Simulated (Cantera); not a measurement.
Cantera run:

```python
import numpy as np
import cantera as ct

gas_names = """
    C3H8 C2H2,acetylene
""".split()
cond_names = """
    TaC(s) TaC(L) Ta(cr) Ta(L)
""".split()


def load(file, names, dense=False):
    # The tables refer to 1 bar. Condensed volumes are neglected.
    table = {s.name: s for s in ct.Species.list_from_file(file)}
    out = []
    for n in names:
        d = dict(table[n].input_data)
        d["thermo"] = dict(d["thermo"], **{"reference-pressure": 1e5})
        if dense:
            d["equation-of-state"] = {"model": "constant-volume", "density": "1e6 g/cm^3"}
        out.append(ct.Species.from_dict(d))
    return out


species = {s.name: s for s in load("nasa_gas.yaml", gas_names) + load("nasa_condensed.yaml", cond_names)}
# Each term lists the table entries of one substance; the one whose range holds T is used.
reactions = {
    '5 TaC + C3H8(g) = 5 Ta + 4 C2H2(g)':
        [(-5, ['TaC(s)', 'TaC(L)']), (-1, ['C3H8']), (5, ['Ta(cr)', 'Ta(L)']), (4, ['C2H2,acetylene'])],
}


def pick(names, T):
    return next(species[n] for n in names if species[n].thermo.min_temp <= T <= species[n].thermo.max_temp)


results = []
for label, terms in reactions.items():
    print(label)
    print("     T/K   dH/kJ  dS/(J/K)   dG/kJ   log10 K")
    for T in [300, 1973, 2073, 2173, 2273, 2373, 2473, 2573, 2673, 2773, 2873]:
        used = [(nu, pick(names, T)) for nu, names in terms]
        dH = sum(nu * s.thermo.h(T) for nu, s in used) / 1e6
        dS = sum(nu * s.thermo.s(T) for nu, s in used) / 1e3
        dG = dH - T * dS / 1e3
        logK = -dG * 1e6 / (ct.gas_constant * T * np.log(10))
        results.append((label, T, dH, dS, dG, logK, [s.name for _, s in used]))
        print(f"{T:8g} {dH:8.1f} {dS:8.1f} {dG:8.1f} {logK:8.2f}")
```

Result:

```
5 TaC + C3H8(g) = 5 Ta + 4 C2H2(g)
     T/K   dH/kJ  dS/(J/K)   dG/kJ   log10 K
     300   1738.0    529.1   1579.3  -274.98
    1973   1712.6    523.4    679.8   -18.00
    2073   1708.7    521.5    627.6   -15.81
    2173   1704.8    519.7    575.5   -13.83
    2273   1700.8    517.9    523.7   -12.03
    2373   1696.8    516.2    472.0   -10.39
    2473   1692.9    514.5    420.4    -8.88
    2573   1689.0    513.0    369.0    -7.49
    2673   1685.2    511.6    317.8    -6.21
    2773   1681.7    510.3    266.7    -5.02
    2873   1678.4    509.1    215.8    -3.92
```

Standard-state values (1 bar) from the NASA 1993 polynomials, evaluated with Cantera. TaC: taken at fixed stoichiometry. Condensed species are held in their standard states even where they would react or evaporate.
